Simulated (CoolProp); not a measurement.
Model: reference Helmholtz-energy equation of state, Thol 2021, in CoolProp.

### Question
For chlorine, give the phase and the density (kg/m³), cv (kJ/(kg K)), isothermal compressibility (1/MPa) at 380.2 K and 1.14 MPa.

### Answer
- 380.2 K and 1.14 MPa: gas; density 27.4, cv 0.402, isothermal compressibility 0.945
